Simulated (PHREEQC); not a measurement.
A solution holds 0.039 mol/kgw ZnSO4, 0.00018 mol/kgw CdCl2 and 6.7e-05 mol/kgw KHSO4, at 20 °C. Closed to the air; pH follows from the charge balance.

Model: ion-association model, phreeqc.dat, run in PHREEQC.

Each row changes one thing in this solution. This is a speciation only: nothing precipitates in the calculation.

```
case                                pH  ionic strength (mol/kgw)  SO4-2 (mol/kgw)  Cd+2 (mol/kgw)  CdSO4 (mol/kgw)  K+ (mol/kgw)  SI of Sylvite (KCl)
--------------------------------  ----  ------------------------  ---------------  --------------  ---------------  ------------  -------------------
as made                           4.48                    0.0882           0.0195         8.97e-5          7.28e-5       6.40e-5                -8.74
diluted 2-fold with water         4.71                    0.0485                ?         5.06e-5          3.45e-5       3.24e-5                    ?
temperature from 20 to 80 °C      4.74                    0.0829           0.0188         8.81e-5          7.83e-5       6.07e-5                -9.10
temperature from 20 to 10 °C      4.45                    0.0898                ?         9.06e-5          7.10e-5       6.44e-5                -8.68
ZnSO4 from 0.039 to 0.39 mol/kgw  4.71                     0.741            0.109         4.91e-5          7.28e-5       6.01e-5                -8.98
temperature from 20 to 5 °C       4.44                    0.0907           0.0198         9.12e-5          6.99e-5       6.46e-5                -8.65
ZnSO4 left out                    4.19                  0.000720          6.42e-5        0.000172          2.43e-6       6.70e-5                -8.52
```

Some entries are withheld; supply them.


- diluted 2-fold with water, SO4-2 (mol/kgw): 0.0114
- diluted 2-fold with water, SI of Sylvite (KCl): -9.29
- temperature from 20 to 10 °C, SO4-2 (mol/kgw): 0.0197

The ionic strength passes 0.7 mol/kgw, the rough limit of the ion-association models, in ZnSO4 from 0.039 to 0.39 mol/kgw. Away from 25 °C the constants follow the database's enthalpies or fits; those with neither stay at their 25 °C values.
